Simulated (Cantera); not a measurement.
An isothermal, constant-pressure homogeneous reactor starts with 0.277 % CO, 3.82 % O2, 0.401 % H2O, 95.5 % N2, equivalence ratio 0.036, at 1175 K and 3300 Torr.

Detailed kinetics in Cantera: GRI-Mech 3.0 (53 species, 325 reactions).

x: mole fraction; the columns are a selection and need not sum to one.

```tsv
t (s)	x CO	x O2	x H2O	x H2	x H	x NO	x HO2
2.00e-6	0.00277	0.0382	0.00401	<1e-12	<1e-12	<1e-12	<1e-12
1.43e-5	0.00277	0.0382	0.00401	<1e-12	<1e-12	<1e-12	2.77e-12
0.000103	0.00277	0.0382	0.00401	1.34e-12	1.26e-11	<1e-12	1.72e-10
0.000737	0.00277	0.0382	0.00401	1.96e-10	2.66e-10	<1e-12	1.96e-8
0.00528	0.00265	0.0381	0.00401	1.20e-6	9.61e-8	2.59e-11	4.50e-6
0.0379	[?]	0.0375	0.00401	[?]	[?]	[?]	[?]
0.271	7.08e-5	0.0369	0.00402	6.54e-8	1.29e-9	9.60e-9	3.71e-7
1.95	1.90e-8	0.0369	0.00402	1.31e-10	1.29e-12	2.03e-8	1.18e-9
13.9	6.63e-11	0.0369	0.00402	7.50e-11	<1e-12	2.05e-8	7.95e-10
100	6.63e-11	0.0369	0.00402	7.50e-11	<1e-12	2.07e-8	7.95e-10
```

Q: Some entries are withheld; supply them.

A: 
- 0.0379, x CO: 0.00132
- 0.0379, x H2: 1.78e-6
- 0.0379, x H: 4.39e-8
- 0.0379, x NO: 2.16e-9
- 0.0379, x HO2: 3.09e-6
